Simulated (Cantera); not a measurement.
## B2O3 + HF + N2 (oxide etching and cleaning by halides)

A closed system holds: 1 mol B2O3, a varied amount of HF, 3.9 mol N2, held at 750 K and 0.133 bar.

These are equilibrium values from Cantera (NASA tables, ideal gas, pure condensed phases), not measurements of a reactor. Candidate condensed phases: B, BN, B2O3, B3O3H3, H2O; 62 gas species. Gases not in the tables: H3BO3. Equilibrium is a limit: real reactors are often held back by kinetics, nucleation or transport.

```json
[
 {"n(HF) (mol)": "2.5", "log p HF": "-2.17", "log p N2": "-1.06", "log p H2O": "-1.63", "log p BF3": "-1.82", "log p B3O3F3": "-3.05", "n B2O3(l)": "0.561"},
 {"n(HF) (mol)": "3.7", "log p HF": "-2.08", "log p N2": "-1.13", "log p H2O": "-1.53", "log p BF3": "-1.71", "log p B3O3F3": "-2.95", "n B2O3(l)": "0.342"},
 {"n(HF) (mol)": "5.5", "log p HF": "-2.01", "log p N2": "-1.22", "log p H2O": "-1.44", "log p BF3": "-1.62", "log p B3O3F3": "-2.86", "n B2O3(l)": "0.00891"},
 {"n(HF) (mol)": "8.1", "log p HF": "-1.59", "log p N2": "-1.33", "log p H2O": "-1.44", "log p BF3": "-1.62", "log p B3O3F3": "-5.32", "n B2O3(l)": "0"},
 {"n(HF) (mol)": "12", "log p HF": "-1.27", "log p N2": "-1.46", "log p H2O": "-1.57", "log p BF3": "-1.75", "log p B3O3F3": "-8.05", "n B2O3(l)": "0"},
 {"n(HF) (mol)": "18", "log p HF": "-1.12", "log p N2": "-1.60", "log p H2O": "-1.72", "log p BF3": "-1.89", "log p B3O3F3": "-9.85", "n B2O3(l)": "0"},
 {"n(HF) (mol)": "26", "log p HF": "-1.03", "log p N2": "-1.74", "log p H2O": "-1.86", "log p BF3": "-2.03", "log p B3O3F3": "-11.19", "n B2O3(l)": "0"}
]
```
log p: log10 of the partial pressure in bar; n: condensed amount in mol.

From 2.5 mol HF to 5.5 mol HF the condensed part is B2O3(l). From 8.1 mol HF to 26 mol HF nothing is condensed.
